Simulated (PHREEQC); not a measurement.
A solution holds 0.23 mol H3BO3 per kg of water, at 25 °C. Closed to the air; pH follows from the charge balance.

The numbers come from PHREEQC with the ion-association model, phreeqc.dat.

The pH is 4.94 and the ionic strength is 1.15e-5 mol/kgw.

| species | molality | activity | log γ |
|---|---|---|---|
| H3BO3 | 0.230 | 0.230 | 0.000 |
| H+ | 1.15e-5 | 1.15e-5 | -0.002 |
| H2BO3- | 1.15e-5 | 1.15e-5 | -0.002 |

Precipitation was switched off in this run. Complexes and solids missing from the database can't appear.
